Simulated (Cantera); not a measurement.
A freely propagating, adiabatic, planar premixed flame of H2 : O2 : N2 = 1 : 0.82 : 3.08 (molar parts), equivalence ratio 0.61, unburnt at 375 K and 0.118 atm; mixture-averaged transport, grid criteria slope 0.08 and curve 0.16, no radiation.

Computed with Cantera and the H2/O2 subset of GRI-Mech 3.0, which has no nitrogen chemistry. Burning velocities carry a grid error of a few per cent, more on coarse grids. Lean hydrogen flames are cellular in practice and burn faster than this planar one.

### Question
How do the results move with these cheaper or finer settings: unity-Lewis-number transport; multicomponent transport; multicomponent+Soret transport; grid criteria slope 0.5, curve 1; grid criteria slope 0.25, curve 0.5; grid criteria slope 0.03, curve 0.06?

### Answer
```csv
setting,laminar burning velocity,thermal thickness,peak x(HO2),peak x(O),grid points
as above,166 cm/s,5.76 mm,0.000105,0.0122,117
unity-Lewis-number transport,119 cm/s,4.04 mm,8.04e-5,0.0137,106
multicomponent transport,164 cm/s,5.71 mm,0.000105,0.0122,117
multicomponent+Soret transport,151 cm/s,5.62 mm,0.000104,0.0119,117
"grid criteria slope 0.5, curve 1",192 cm/s,6.83 mm,9.96e-5,0.0127,38
"grid criteria slope 0.25, curve 0.5",175 cm/s,6.13 mm,0.000100,0.0123,56
"grid criteria slope 0.03, curve 0.06",164 cm/s,5.68 mm,0.000106,0.0122,290
```
Unity Lewis numbers drop preferential diffusion, which matters most where H2 and H carry the flame; Soret adds thermal diffusion.
